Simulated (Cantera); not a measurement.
Input (Python, Cantera):

```python
import numpy as np
import cantera as ct

gas = ct.Solution("gri30.yaml")
gas.TPX = 1800, 13332, {'NO': 1, 'N2': 11}
inlet = ct.Reservoir(gas, clone=True)

reactor = ct.IdealGasConstPressureReactor(gas, energy="off", clone=False)
exhaust = ct.Reservoir(gas, clone=True)
tau = [25, 7.8, 2.4, 0.76, 0.24, 0.074, 0.023, 0.0072, 0.0022][0]
for a, b in ((inlet, reactor), (reactor, exhaust)):
    ct.MassFlowController(a, b, mdot=lambda t: reactor.mass / tau)
net = ct.ReactorNet([reactor])
show = ['NO', 'O', 'N2O', 'O2', 'NO2', 'N2']

rows = []
print(f"{'tau/s':>10s}{'T/K':>9s}" + "".join(f"{s:>11s}" for s in show))
for tau in [25, 7.8, 2.4, 0.76, 0.24, 0.074, 0.023, 0.0072, 0.0022]:
    net.initial_time = 0.0
    net.advance(30 * tau)
    before = gas.X
    net.advance(40 * tau)
    drift = np.max(np.abs(gas.X - before) / (gas.X + 1e-9))
    rows.append([gas.T, *gas[show].X, drift])
    print(f"{tau:10.3e}{gas.T:9.1f}" + "".join(f"{x:11.3e}" for x in gas[show].X))
```

It prints:

```
     tau/s      T/K         NO          O        N2O         O2        NO2         N2
 2.500e+01   1800.0  6.894e-02  3.043e-05  1.900e-06  7.168e-03  1.210e-05  9.238e-01
 7.800e+00   1800.0  7.871e-02  1.961e-05  2.496e-06  2.289e-03  8.676e-06  9.190e-01
 2.400e+00   1800.0  8.195e-02  1.419e-05  2.710e-06  6.747e-04  6.369e-06  9.173e-01
 7.600e-01   1800.0  8.290e-02  1.195e-05  2.747e-06  2.021e-04  5.340e-06  9.169e-01
 2.400e-01   1800.0  8.320e-02  1.058e-05  2.672e-06  5.659e-05  4.707e-06  9.167e-01
 7.400e-02   1800.0  8.329e-02  8.415e-06  2.403e-06  1.209e-05  3.719e-06  9.167e-01
 2.300e-02   1800.0  8.332e-02  4.566e-06  1.804e-06  1.367e-06  1.942e-06  9.167e-01
 7.200e-03   1800.0  8.333e-02  1.504e-06  1.002e-06  8.436e-08  5.338e-07  9.167e-01
 2.200e-03   1800.0  8.333e-02  4.404e-07  4.047e-07  5.946e-09  9.683e-08  9.167e-01
```

Model: GRI-Mech 3.0 (53 species, 325 reactions), integrated in Cantera.
